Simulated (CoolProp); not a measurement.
A Linde-Hampson liquefier for carbon monoxide: isothermal reversible compression at 250 K from 1 atm to 5 MPa, throttling to 1 atm, return gas leaving the recuperator 10 K below the feed. Each further row changes one setting.

The numbers come from the reference Helmholtz-energy equation of state, Lemmon 2006 in CoolProp. It is a short technical equation, of lower accuracy than the large ones.

| case | liquid yield per pass | compression work (kJ/kg of gas) |
|---|---|---|
| as stated | ? | 286 |
| high pressure 10 MPa | ? | 335 |
| warm-end temperature 280 K | ? | ? |
| warm-end gap 15 K | 0.006 | 286 |

Problem. What belongs in the gaps?

Solution. 
- as stated, liquid yield per pass: 0.019
- high pressure 10 MPa, liquid yield per pass: 0.062
- warm-end temperature 280 K, liquid yield per pass: 0.009
- warm-end temperature 280 K, compression work (kJ/kg of gas): 322
